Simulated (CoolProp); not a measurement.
C2F6 (R116) along the isotherm 425 K: fugacity coefficient from the reference equation and from simpler models built on Tc = 293.0 K, pc = 30.48 bar, ω = 0.257; each cubic takes its own stable root.

The numbers come from the reference Helmholtz-energy equation of state, Lemmon 2006 in CoolProp. It is a short technical equation, of lower accuracy than the large ones.

```tsv
p (bar)	phase	reference
0.964	gas	0.9974
2.19	gas	0.9941
4.99	gas	0.9866
11.4	gas	0.9698
25.9	gas	0.9337
58.8	supercritical	0.8617
134	supercritical	0.7553
305	supercritical	0.7439
```

Question: How far does each simpler model (van der Waals, Redlich-Kwong, Peng-Robinson) lie from the reference over these 8 states: mean and median of the absolute difference, and the worst?

Answer: 
- van der Waals: mean 4.8 %, median 2.1 %, worst -14.5 % at 425 K and 134 bar
- Redlich-Kwong: mean 4.0 %, median 1.6 %, worst -13.3 % at 425 K and 305 bar
- Peng-Robinson: mean 1.8 %, median 1.1 %, worst -5.9 % at 425 K and 305 bar
